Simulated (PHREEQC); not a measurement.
Solution (25 °C): 34 mmol/kgw HCl, 0.022 mmol/kgw MnSO4 and 0.26 mmol/kgw Fe2(SO4)3. Closed to the air; pH follows from the charge balance.

The numbers come from PHREEQC with the ion-association model, wateq4f.dat.

**Question.** The ionic strength comes out as 0.0360 mol/kgw. What activity coefficients do HSO4-, FeSO4+, FeHSO4+2, MnCl+, SO4-2 get?

**Answer.** HSO4- 0.84, FeSO4+ 0.84, FeHSO4+2 0.50, MnCl+ 0.84, SO4-2 0.51.

Precipitation was switched off in this run. Saturation is exceeded, for instance for Hematite (slow to form), Goethite (slow to form); the values hold only as long as no solid forms.
